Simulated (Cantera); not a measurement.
# Reactions in the system N-O-Zr

Standard-state values (1 bar) from the NASA 1993 polynomials, evaluated with Cantera. Values are per mole of reaction as written; species without (g) are pure solids or liquids, kept so even where they would boil at 1 bar. ZrN: taken at fixed stoichiometry.

3 ZrO₂(g) + 4 N₂O(g) ⇌ 3 ZrN + 5 NO₂(g)

```tsv
T (K)	ΔH° (kJ)	ΔS° (J/K)	ΔG° (kJ)	log10 K
498	-389.3	-375.2	-202.4	21.23
598	-387.0	-371.0	-165.1	14.42
698	-384.4	-367.0	-128.2	9.59
798	-381.5	-363.2	-91.7	6.00
898	-378.5	-359.7	-55.6	3.23
998	-375.4	-356.3	-19.8	1.04
1098	-371.9	-353.0	15.7	-0.75
1198	-368.3	-349.8	50.8	-2.22
1298	-364.5	-346.8	85.7	-3.45
1398	-360.5	-343.8	120.2	-4.49
1498	-356.3	-340.9	154.4	-5.38
```
